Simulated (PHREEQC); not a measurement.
1 kg of water holding 0.47 mol/kgw KCl, 0.48 mol/kgw CaCl2 and 0.13 mol/kgw MgCl2 is evaporated at 40 °C; the solids stay in contact with the brine. CO2 from the air is kept out. Solids allowed: Bischofite, Brucite, Carnallite, Portlandite, Sylvite, MgCl2_4H2O. Others were left out.

The series has 12 steps of water left (kg), from 1 to 0.1156.

Computed with PHREEQC (Pitzer model, pitzer.dat).

Q: Which solids form, in which order, and at which step of the series does each first stand?

A: Sylvite from water left = 0.2082 kg.

Constants without temperature data keep their 25 °C values here.
